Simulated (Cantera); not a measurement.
## Adiabatic ignition

An adiabatic, constant-pressure homogeneous reactor starts with CH₄ : C₂H₆ : O₂ : N₂ = 1 : 0.056 : 2.82 : 10.6 (molar parts), at 1048 K and 780000 Pa.

Cantera simulation using GRI-Mech 3.0 (53 species, 325 reactions); the numbers are that mechanism's predictions, not measurements.

| t (s) | T (K) | x CH₄ | x C₂H₆ | x O₂ | x CO₂ | x H | x CO |
|---|---|---|---|---|---|---|---|
| 3.00e-6 | 1048 | 0.0691 | 0.00387 | 0.195 | <1e-12 | <1e-12 | <1e-12 |
| 9.11e-6 | 1048 | 0.0691 | 0.00387 | 0.195 | <1e-12 | <1e-12 | <1e-12 |
| 2.77e-5 | 1048 | 0.0691 | 0.00387 | 0.195 | <1e-12 | <1e-12 | <1e-12 |
| 8.40e-5 | 1048 | 0.0691 | 0.00387 | 0.195 | <1e-12 | <1e-12 | <1e-12 |
| 0.000255 | 1048 | 0.0691 | 0.00387 | 0.195 | <1e-12 | 1.87e-12 | 1.37e-11 |
| 0.000775 | 1048 | 0.0691 | 0.00387 | 0.195 | 1.34e-12 | 1.03e-11 | 3.89e-10 |
| 0.00235 | 1048 | 0.0691 | 0.00387 | 0.195 | 1.02e-10 | 1.78e-10 | 2.30e-8 |
| 0.00714 | 1049 | 0.0689 | 0.00381 | 0.195 | 3.88e-8 | 4.33e-9 | 1.08e-5 |
| 0.0217 | 2495 | <1e-12 | <1e-12 | 0.0398 | 0.0716 | 0.000345 | 0.00465 |
| 0.0659 | 2493 | <1e-12 | <1e-12 | 0.0391 | 0.0716 | 0.000340 | 0.00462 |
| 0.200 | 2493 | <1e-12 | <1e-12 | 0.0391 | 0.0716 | 0.000340 | 0.00462 |
x: mole fraction; the columns are a selection and need not sum to one.

The time of steepest temperature rise is 14.3 ms and the temperature at 0.200 s comes out as 2493 K. The equilibrium temperature comes out as 2493 K and the x(CH₄) at 0.200 s comes out as <1e-12 (gas-phase equilibrium <1e-12). The x(C₂H₆) at 0.200 s is <1e-12 (gas-phase equilibrium <1e-12) and the x(O₂) at 0.200 s comes out as 0.0391 (gas-phase equilibrium 0.0391).
